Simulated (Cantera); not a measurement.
## Thermodynamics of carbon deposition, reforming and gasification, feed CO + CO₂ + N₂

A closed system holds: 1 mol CO, 0.76 mol CO₂, 1.5 mol N₂, held at 220000 Pa.

Equilibrium computed with Cantera from the NASA thermochemical tables; the gas is ideal and each condensed phase is pure. Candidate condensed phases: C; 24 gas species. The numbers say what is thermodynamically allowed, not how fast it happens.

```csv
T (K),log p N₂,log p CO₂,log p CO,log p NO,log p O₂,log p O,log p N,n C(graphite)
525,0.08,0.00,-3.96,<-11,<-11,<-11,<-11,0.500
725,0.08,-0.01,-1.58,<-11,<-11,<-11,<-11,0.484
925,0.03,-0.18,-0.33,<-11,<-11,<-11,<-11,0.170
1125,0.01,-0.29,-0.17,<-11,<-11,<-11,<-11,0
1325,0.01,-0.29,-0.17,-9.66,<-11,<-11,<-11,0
1525,0.01,-0.29,-0.17,-7.74,-10.54,-10.52,<-11,0
1725,0.01,-0.29,-0.17,-6.26,-8.32,-8.39,-11.04,0
1925,0.01,-0.29,-0.17,-5.10,-6.56,-6.72,-9.53,0
2125,0.01,-0.29,-0.17,-4.15,-5.14,-5.35,-8.30,0
2325,0.01,-0.29,-0.17,-3.38,-3.97,-4.23,-7.29,0
2525,0.00,-0.29,-0.17,-2.73,-3.00,-3.29,-6.43,0
2725,0.00,-0.31,-0.16,-2.20,-2.22,-2.51,-5.70,0
```
log p: log10 of the partial pressure in bar; n: condensed amount in mol.

From 525 K to 925 K the condensed part is C(graphite). From 1125 K to 2725 K nothing is condensed. The main C-bearing gas is CO₂ at 525 K and CO at 2725 K.
